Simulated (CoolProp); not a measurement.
Aqueous methanol as a coolant, at 6 °C, 1 atm.

Computed with CoolProp (Melinder's fits for secondary coolants).

```tsv
mass %	freezing point (°C)	density (kg/m³)	conductivity (W/(m K))	Prandtl number	cp (kJ/(kg K))
3.9	-2.3	993.0	0.551	13.0	4.252
8.3	-5.3	986.3	0.527	15.5	4.242
12.7	-8.7	980.4	0.505	18.1	4.197
17.1	-12.4	974.8	0.483	20.7	4.133
21.5	-16.5	969.2	0.461	23.1	4.061
25.9	-21.1	963.4	0.440	25.1	3.985
30.3	-26.0	957.4	0.420	26.8	3.908
34.7	-31.5	950.9	0.401	28.0	3.828
39.1	-37.4	944.0	0.382	28.6	3.744
43.5	-43.9	936.6	0.365	28.6	3.652
47.9	-50.9	928.7	0.349	28.1	3.553
52.3	-58.5	920.4	0.333	27.3	3.447
```
